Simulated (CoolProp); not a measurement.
Vapour-liquid equilibrium of R143a (1) + propane (2) at 1.8 MPa; x and y are mole fractions of (1).

Computed with CoolProp (multi-fluid Helmholtz-energy mixture model, Lemmon and Jacobsen 2000 and Lemmon 2009; pair parameters Bell 2016).

**Question.** Give the bubble temperature and the first vapour's composition at x = 0.425, 0.725, 0.95. Is there an azeotrope?

**Answer.** x = 0.425: 307.9 K, y = 0.494; x = 0.725: 307.1 K, y = 0.698; x = 0.95: 310.8 K, y = 0.929. y crosses x between x = 0.575 and 0.65: the model has an azeotrope there.

Pair parameters are fitted to limited data, so mixtures are less certain than the pure fluids.
